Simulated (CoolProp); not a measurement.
A single-stage vapour-compression cycle with R152A: evaporating at 308.15 K (dew point), condensing at 362.15 K (bubble point), superheat 10 K, subcooling 5 K, compressor efficiency 0.9, no pressure losses. Each further row changes one setting.

The numbers come from the reference Helmholtz-energy equation of state, Outcalt 1996 in CoolProp. It is a modified Benedict-Webb-Rubin equation, recast in Helmholtz form.

```json
[
 {"case": "as stated", "cooling COP": "3.69", "pressure ratio": "3.55", "discharge temperature (K)": "386.1", "refrigerating effect (kJ/kg)": "180", "volumetric capacity (kJ/m³)": "4180"},
 {"case": "evaporating temperature 313.15 K", "cooling COP": "4.23", "pressure ratio": "?", "discharge temperature (K)": "?", "refrigerating effect (kJ/kg)": "?", "volumetric capacity (kJ/m³)": "4880"},
 {"case": "condensing temperature 357.15 K", "cooling COP": "4.27", "pressure ratio": "?", "discharge temperature (K)": "?", "refrigerating effect (kJ/kg)": "191", "volumetric capacity (kJ/m³)": "4450"},
 {"case": "subcooling 10 K", "cooling COP": "3.94", "pressure ratio": "3.55", "discharge temperature (K)": "386.1", "refrigerating effect (kJ/kg)": "192", "volumetric capacity (kJ/m³)": "4460"},
 {"case": "superheat 20 K", "cooling COP": "?", "pressure ratio": "3.55", "discharge temperature (K)": "?", "refrigerating effect (kJ/kg)": "193", "volumetric capacity (kJ/m³)": "4260"},
 {"case": "compressor efficiency 0.8", "cooling COP": "3.28", "pressure ratio": "3.55", "discharge temperature (K)": "389.6", "refrigerating effect (kJ/kg)": "180", "volumetric capacity (kJ/m³)": "4180"}
]
```

Task: Complete the blanks.

Result: 
- evaporating temperature 313.15 K, pressure ratio: 3.10
- evaporating temperature 313.15 K, discharge temperature (K): 384.7
- evaporating temperature 313.15 K, refrigerating effect (kJ/kg): 183
- condensing temperature 357.15 K, pressure ratio: 3.21
- condensing temperature 357.15 K, discharge temperature (K): 380.0
- superheat 20 K, cooling COP: 3.74
- superheat 20 K, discharge temperature (K): 395.3
